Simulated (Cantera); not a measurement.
Standard-state values (1 bar) from the NASA 1993 polynomials, evaluated with Cantera. Values are per mole of reaction as written; species without (g) are pure solids or liquids, kept so even where they would boil at 1 bar.

4 Cr + N2(g) → 2 Cr2N, with ΔH° = -251.0 kJ and ΔS° = -156.2 J/K at 300 K.

Problem. How far is the shortcut ΔG° ≈ ΔH°(300 K) − T·ΔS°(300 K) from the full temperature-dependent value at 698, 798, 898, 998, 1098, 1198 K?

Solution. 
```tsv
T (K)	shortcut (kJ)	full (kJ)	difference (kJ)	difference in log10 K
698	-142.0	-144.9	2.9	-0.21
798	-126.4	-130.8	4.3	-0.28
898	-110.8	-116.9	6.1	-0.35
998	-95.2	-103.3	8.1	-0.42
1098	-79.6	-89.8	10.3	-0.49
1198	-63.9	-76.6	12.7	-0.55
```
The shortcut ignores the heat-capacity change of the reaction.
